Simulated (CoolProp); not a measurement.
Model: reference Helmholtz-energy equation of state, Eisenbach 2021, in CoolProp.

**Question.** For propylene glycol, give the phase and the cv (kJ/(kg K)), Joule-Thomson coefficient (K/MPa), isothermal compressibility (1/MPa), expansivity (1/kK) at 537.1 K and 326 bar; 553 K and 326 bar; 600.9 K and 326 bar.

**Answer.** 
- 537.1 K and 326 bar: liquid; cv 3.03, Joule-Thomson coefficient -0.121, isothermal compressibility 0.00139, expansivity 1.16
- 553 K and 326 bar: liquid; cv 3.07, Joule-Thomson coefficient -0.103, isothermal compressibility 0.00155, expansivity 1.23
- 600.9 K and 326 bar: liquid; cv 3.17, Joule-Thomson coefficient -0.0342, isothermal compressibility 0.00223, expansivity 1.49
